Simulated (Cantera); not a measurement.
## Gas-phase reforming

A perfectly stirred reactor is fed with 23.8 % CH4, 71.4 % H2O, 4.76 % H2, at 2.00 bar; it is held at 1650 K, and followed from long to short residence time.

Detailed kinetics in Cantera: GRI-Mech 3.0 (53 species, 325 reactions).

| τ (s) | x CH4 | x H2O | x H2 | x C2H4 | x C2H6 | x HO2 | x CO |
|---|---|---|---|---|---|---|---|
| 1.2 | 0.0343 | 0.412 | 0.430 | 0.00129 | 1.06e-5 | <1e-12 | 0.0796 |
| 0.55 | 0.0446 | 0.458 | 0.387 | 0.00175 | 1.90e-5 | <1e-12 | 0.0588 |
| 0.25 | 0.0578 | 0.509 | 0.338 | 0.00208 | 3.42e-5 | <1e-12 | 0.0389 |
| 0.12 | 0.0737 | 0.555 | 0.291 | 0.00222 | 6.05e-5 | <1e-12 | 0.0241 |
| 0.053 | 0.0968 | 0.599 | 0.239 | 0.00225 | 0.000115 | <1e-12 | 0.0130 |
| 0.024 | 0.124 | 0.634 | 0.192 | 0.00236 | 0.000209 | <1e-12 | 0.00677 |
| 0.011 | 0.154 | 0.661 | 0.149 | 0.00269 | 0.000354 | <1e-12 | 0.00333 |
| 0.0051 | 0.182 | 0.682 | 0.112 | 0.00317 | 0.000538 | <1e-12 | 0.00154 |
| 0.0023 | 0.205 | 0.697 | 0.0833 | 0.00337 | 0.000726 | <1e-12 | 0.000639 |
x: mole fraction; the columns are a selection and need not sum to one.
